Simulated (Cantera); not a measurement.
Input: 1 mol Zr, 1.8 mol O₂, at 923 K and 13.0 Pa.

Equilibrium computed with Cantera from the NASA thermochemical tables; the gas is ideal and each condensed phase is pure. Candidate condensed phases: Zr, ZrO₂; 6 gas species. Rates play no part.

Base state: O₂ 1.00 (mole fractions); condensed: ZrO₂(monoclinic).

**Question.** What changes in the equilibrium state with this change: temperature from 923 K to 2525 K?

**Answer.** 
| species | before | after |
|---|---|---|
| O | 1.09e-9 | 0.734 |
| O₂ | 1.00 | 0.262 |
| ZrO₂ | <1e-9 | 0.00390 |
| ZrO | <1e-9 | 3.68e-5 |
| ZrO₂(monoclinic), mol | 1.00 | 0 |
| ZrO₂(tetragonal), mol | 0 | 0.995 |
